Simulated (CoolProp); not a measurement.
Saturation properties of benzene.

The numbers come from the reference Helmholtz-energy equation of state, Thol 2012 in CoolProp.

| T (K) | p (kPa) | vapour density (kg/m³) | enthalpy of vaporisation (kJ/kg) | liquid cp (kJ/(kg K)) | vapour viscosity (µPa s) | liquid conductivity (mW/(m K)) |
|---|---|---|---|---|---|---|
| 389 | 271.2 | 7.030 | 365.9 | 2.033 | 9.70 | 113 |
| 409.4 | 435.6 | 11.04 | 348.7 | 2.112 | 10.2 | 107 |
| 429.8 | 665.4 | 16.66 | 330.1 | 2.198 | 10.7 | 101 |
| 450.2 | 974.9 | 24.39 | 309.5 | 2.294 | 11.1 | 95.1 |
| 470.6 | 1380 | 34.93 | 286.4 | 2.409 | 11.7 | 89.2 |
| 491 | 1897 | 49.45 | 259.6 | 2.559 | 12.3 | 83.4 |
| 511.4 | 2545 | 70.07 | 227.1 | 2.787 | 13.1 | 77.5 |
| 531.8 | 3348 | 101.8 | 184.7 | 3.251 | 14.5 | 72.0 |

It boils at 353.2 K under 1 atm.

Viscosity comes from a separate model (Avgeri 2014). Thermal conductivity comes from a separate model (Assael 2012).
